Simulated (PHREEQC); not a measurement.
Solution (20 °C): 0.034 mol MgCl2, 0.00039 mol Na2CO3 and 0.027 mol MgSO4 per kg of water. Closed to the air; pH follows from the charge balance.

The numbers come from PHREEQC with the ion-association model, phreeqc.dat.

```tsv
quantity	before	after
pH	9.45	9.27
ionic strength (mol/kgw)	0.153	0.0180
Mg+2 (mol/kgw)	0.0465	0.00531
MgSO4 (mol/kgw)	0.0142	0.000767
SO4-2 (mol/kgw)	0.0128	0.00193
MgCO3 (mol/kgw)	0.000185	5.67e-6
SI of Halite (NaCl)	-6.10	-7.96
```

Which change was made?
A) MgCl2 from 0.034 to 0.17 mol/kgw
B) Na2CO3 from 0.00039 to 7.8e-05 mol/kgw
C) 0.0047 mol/kgw AlCl3 added
D) diluted 10-fold with water
E) Na2CO3 from 0.00039 to 3.9e-05 mol/kgw

D, diluted 10-fold with water

Precipitation was switched off in this run.
